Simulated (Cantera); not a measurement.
**Adiabatic ignition**

An adiabatic, constant-volume homogeneous reactor starts with 9.97 % CH4, 1.20 % H2, 18.6 % O2, 70.2 % N2, equivalence ratio 1.1, at 1400 K and 1.18 atm.

Computed with Cantera and GRI-Mech 3.0 (53 species, 325 reactions).

| t (s) | T (K) | P (bar) | x CH4 | x H2 | x O2 | x CH2CO | x NO2 | x HCN |
|---|---|---|---|---|---|---|---|---|
| 1.00e-6 | 1400 | 1.20 | 0.0997 | 0.0120 | 0.186 | <1e-12 | <1e-12 | <1e-12 |
| 3.16e-6 | 1400 | 1.20 | 0.0997 | 0.0120 | 0.186 | <1e-12 | <1e-12 | <1e-12 |
| 1.00e-5 | 1400 | 1.20 | 0.0997 | 0.0120 | 0.186 | <1e-12 | <1e-12 | <1e-12 |
| 3.16e-5 | 1400 | 1.20 | 0.0997 | 0.0120 | 0.186 | <1e-12 | <1e-12 | <1e-12 |
| 0.000100 | 1400 | 1.20 | 0.0997 | 0.0120 | 0.186 | <1e-12 | <1e-12 | <1e-12 |
| 0.000316 | 1401 | 1.20 | 0.0995 | 0.0119 | 0.186 | 2.91e-9 | <1e-12 | <1e-12 |
| 0.00100 | 1426 | 1.22 | 0.0953 | 0.0121 | 0.184 | 5.25e-6 | <1e-12 | <1e-12 |
| 0.00316 | 2916 | 2.64 | <1e-12 | 0.0283 | 0.0129 | <1e-12 | 2.42e-6 | 7.27e-9 |
| 0.0100 | 2916 | 2.64 | <1e-12 | 0.0283 | 0.0129 | <1e-12 | 2.43e-6 | 7.28e-9 |
| 0.0316 | 2916 | 2.64 | <1e-12 | 0.0283 | 0.0129 | <1e-12 | 2.43e-6 | 7.28e-9 |
| 0.100 | 2916 | 2.64 | <1e-12 | 0.0283 | 0.0129 | <1e-12 | 2.43e-6 | 7.28e-9 |
| 0.316 | 2916 | 2.64 | <1e-12 | 0.0283 | 0.0129 | <1e-12 | 2.43e-6 | 7.28e-9 |
| 1.00 | 2916 | 2.64 | <1e-12 | 0.0283 | 0.0129 | <1e-12 | 2.43e-6 | 7.28e-9 |
| 3.16 | 2916 | 2.64 | <1e-12 | 0.0283 | 0.0129 | <1e-12 | 2.43e-6 | 7.28e-9 |
| 10.0 | 2916 | 2.64 | <1e-12 | 0.0283 | 0.0129 | <1e-12 | 2.43e-6 | 7.28e-9 |
x: mole fraction; the columns are a selection and need not sum to one.

The time of steepest temperature rise is 1.45 ms, the temperature at 10.0 s comes out as 2916 K and the equilibrium temperature is 2916 K. The x(CH4) at 10.0 s is <1e-12 (gas-phase equilibrium <1e-12) and the x(H2) at 10.0 s comes out as 0.0283 (gas-phase equilibrium 0.0283). The x(O2) at 10.0 s comes out as 0.0129 (gas-phase equilibrium 0.0129).
